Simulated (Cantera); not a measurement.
An adiabatic, constant-pressure homogeneous reactor starts with 4.23 % CH₄, 20.1 % O₂, 75.7 % N₂, equivalence ratio 0.42, at 1575 K and 5.70 bar.

Detailed kinetics in Cantera: GRI-Mech 3.0 (53 species, 325 reactions).

One state of this run: T (K) = 1579; x CH₄ = 0.0410; x O₂ = 0.200; x O = 1.70e-6; x CO = 0.000109; x OH = 4.98e-6; x CH₂O = 0.000453. x: mole fraction; the columns are a selection and need not sum to one.

Q: Which value of t (s) does it belong to?
A) 6.16e-5
B) 0.0208
C) 0.00648
D) 2.19

A: A, 6.16e-5
